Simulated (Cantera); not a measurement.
A perfectly stirred reactor is fed with 43.5 % C3H8, 56.5 % H2, at 0.975 Torr; it is held at 1898 K, and followed from long to short residence time.

Detailed kinetics in Cantera: GRI-Mech 3.0 (53 species, 325 reactions). GRI-Mech 3.0 was tuned for natural gas; its chemistry of propane as a main component is partial and can be far from experiment. GRI-Mech 3.0 stops at C3 and has no aromatics, soot or wall deposition, so with more carbon than oxygen in the feed, carbon stays in small species such as C2H2 where larger ones or solid carbon would form. Radical loss at walls, strong at low pressure, is not modelled.

Question: Predict: x(C3H8) at τ = 1.20 s; x(H2) at τ = 1.20 s; x(C2H4) at τ = 1.20 s; x(C2H) at τ = 1.20 s; x(CH3) at τ = 1.20 s; x(C3H8) at τ = 43.0 ms; x(H2) at τ = 43.0 ms; x(C2H4) at τ = 43.0 ms; x(C2H) at τ = 43.0 ms; x(CH3) at τ = 43.0 ms.

Answer: 
```
Property                   Value
----------------------  --------
x(C3H8) at τ = 1.20 s    5.00e-5
x(H2) at τ = 1.20 s        0.684
x(C2H4) at τ = 1.20 s   0.000923
x(C2H) at τ = 1.20 s     2.77e-5
x(CH3) at τ = 1.20 s     0.00498
x(C3H8) at τ = 43.0 ms   0.00138
x(H2) at τ = 43.0 ms       0.597
x(C2H4) at τ = 43.0 ms    0.0173
x(C2H) at τ = 43.0 ms    3.19e-5
x(CH3) at τ = 43.0 ms     0.0260
```
